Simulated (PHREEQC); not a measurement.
Dissolve 0.0028 mol HBr and 0.013 mol CuCl2 per kg of water at 90 °C. Closed to the air; pH follows from the charge balance.

All values are PHREEQC results (ion-association model, phreeqc.dat), not measurements.

Each row changes one thing in this solution. Precipitation was switched off in this run.

```json
[
 {"case": "as made", "pH": "2.62", "ionic strength (mol/kgw)": "0.0343", "Cu+2 (mol/kgw)": "0.00928", "Cu2(OH)2+2 (mol/kgw)": "6.81e-8", "CuOH+ (mol/kgw)": "2.30e-8", "Cu(OH)2 (mol/kgw)": "1.63e-11"},
 {"case": "diluted 5-fold with water", "pH": "3.29", "ionic strength (mol/kgw)": "0.00780", "Cu+2 (mol/kgw)": "0.00232", "Cu2(OH)2+2 (mol/kgw)": "1.23e-7", "CuOH+ (mol/kgw)": "3.38e-8", "Cu(OH)2 (mol/kgw)": "1.24e-10"},
 {"case": "CuCl2 from 0.013 to 0.13 mol/kgw", "pH": "2.67", "ionic strength (mol/kgw)": "…", "Cu+2 (mol/kgw)": "…", "Cu2(OH)2+2 (mol/kgw)": "…", "CuOH+ (mol/kgw)": "8.54e-8", "Cu(OH)2 (mol/kgw)": "5.31e-11"},
 {"case": "CuCl2 from 0.013 to 0.0143 mol/kgw", "pH": "2.62", "ionic strength (mol/kgw)": "0.0371", "Cu+2 (mol/kgw)": "0.0100", "Cu2(OH)2+2 (mol/kgw)": "7.85e-8", "CuOH+ (mol/kgw)": "2.45e-8", "Cu(OH)2 (mol/kgw)": "…"},
 {"case": "HBr left out", "pH": "4.06", "ionic strength (mol/kgw)": "0.0314", "Cu+2 (mol/kgw)": "0.00915", "Cu2(OH)2+2 (mol/kgw)": "5.06e-5", "CuOH+ (mol/kgw)": "6.30e-7", "Cu(OH)2 (mol/kgw)": "1.23e-8"},
 {"case": "CuCl2 replaced by CuSO4 at the same molality", "pH": "3.07", "ionic strength (mol/kgw)": "0.0347", "Cu+2 (mol/kgw)": "0.00887", "Cu2(OH)2+2 (mol/kgw)": "4.93e-7", "CuOH+ (mol/kgw)": "6.18e-8", "Cu(OH)2 (mol/kgw)": "1.24e-10"}
]
```

Question: Fill in the missing entries.

Answer: 
- CuCl2 from 0.013 to 0.13 mol/kgw, ionic strength (mol/kgw): 0.219
- CuCl2 from 0.013 to 0.13 mol/kgw, Cu+2 (mol/kgw): 0.0459
- CuCl2 from 0.013 to 0.13 mol/kgw, Cu2(OH)2+2 (mol/kgw): 1.16e-6
- CuCl2 from 0.013 to 0.0143 mol/kgw, Cu(OH)2 (mol/kgw): 1.74e-11

Constants without temperature data keep their 25 °C values here.
